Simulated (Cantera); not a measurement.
# Equilibrium for hydrogen reduction and annealing atmospheres: V2O5 + H2

Feed: 1 mol V2O5, 550 mol H2, equilibrated at 0.240 bar.

Method: chemical equilibrium by Gibbs-energy minimisation in Cantera with the NASA 1993 tables (ideal gas, pure condensed phases). Candidate condensed phases: H2O, V, VO, V2O3, V2O4, V2O5; 12 gas species. Mutual solubility and eutectic melting of coexisting phases are not modelled. VO: taken at fixed stoichiometry. Condensed phases not in the tables: the oxides between V2O3 and V2O5 other than VO2. Rates play no part.

From 1048 K to 1498 K the condensed part is V2O3(s). At 1548 K the condensed part is VO(s) + V2O3(s). At 1598 K the condensed part is VO(s).

| T (K) | log p H2 | log p H2O | log p H | log p OH | log p VO2 | log p VO | n V2O3(s) | n VO(s) |
|---|---|---|---|---|---|---|---|---|
| 1048 | -0.62 | -3.06 | -8.42 | <-12 | <-12 | <-12 | 1.00 | 0 |
| 1098 | -0.62 | -3.06 | -7.92 | <-12 | <-12 | <-12 | 1.00 | 0 |
| 1148 | -0.62 | -3.06 | -7.46 | -12.12 | <-12 | <-12 | 1.00 | 0 |
| 1198 | -0.62 | -3.06 | -7.03 | -11.57 | <-12 | <-12 | 1.00 | 0 |
| 1248 | -0.62 | -3.06 | -6.64 | -11.07 | <-12 | <-12 | 1.00 | 0 |
| 1298 | -0.62 | -3.06 | -6.28 | -10.61 | -12.00 | <-12 | 1.00 | 0 |
| 1348 | -0.62 | -3.06 | -5.95 | -10.18 | -11.29 | -12.58 | 1.00 | 0 |
| 1398 | -0.62 | -3.06 | -5.64 | -9.78 | -10.62 | -11.76 | 1.00 | 0 |
| 1448 | -0.62 | -3.06 | -5.35 | -9.41 | -10.01 | -11.01 | 1.00 | 0 |
| 1498 | -0.62 | -3.06 | -5.08 | -9.06 | -9.44 | -10.30 | 1.00 | 0 |
| 1548 | -0.62 | -2.95 | -4.82 | -8.62 | -8.84 | -9.70 | 0.412 | 1.18 |
| 1598 | -0.62 | -2.88 | -4.58 | -8.26 | -8.33 | -9.14 | 0 | 2.00 |
log p: log10 of the partial pressure in bar; n: condensed amount in mol.
